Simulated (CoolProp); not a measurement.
Saturation properties of n-butane (Tc = 425.1 K, pc = 3.796 MPa, ω = 0.201).

The numbers come from the reference Helmholtz-energy equation of state, Bücker 2006 in CoolProp.

| T (K) | p (MPa) | vapour density (kg/m³) | enthalpy of vaporisation (kJ/kg) | surface tension (mN/m) | vapour viscosity (µPa s) | liquid conductivity (mW/(m K)) |
|---|---|---|---|---|---|---|
| 277.6 | 0.1218 | 3.217 | 381.3 | 14.3 | 6.88 | 113 |
| 290.3 | 0.1892 | 4.866 | 369.3 | 12.8 | 7.19 | 108 |
| 303 | 0.2821 | 7.106 | 356.5 | 11.4 | 7.51 | 103 |
| 315.7 | 0.4062 | 10.08 | 342.5 | 9.96 | 7.86 | 97.8 |
| 328.4 | 0.5672 | 13.97 | 327.3 | 8.58 | 8.23 | 93.0 |
| 341.2 | 0.7734 | 19.06 | 310.4 | 7.23 | 8.64 | 88.5 |
| 353.9 | 1.028 | 25.57 | 291.7 | 5.93 | 9.11 | 84.2 |
| 366.6 | 1.340 | 34.01 | 270.5 | 4.67 | 9.67 | 80.2 |
| 379.3 | 1.717 | 45.14 | 245.8 | 3.48 | 10.4 | 76.4 |
| 392 | 2.168 | 60.29 | 216.3 | 2.35 | 11.3 | 72.8 |

It boils at 272.7 K under 1 atm.

Viscosity comes from a separate model (Vogel 1999). Thermal conductivity comes from a separate model (Perkins 2002). Surface tension comes from a separate correlation (Mulero 2012).
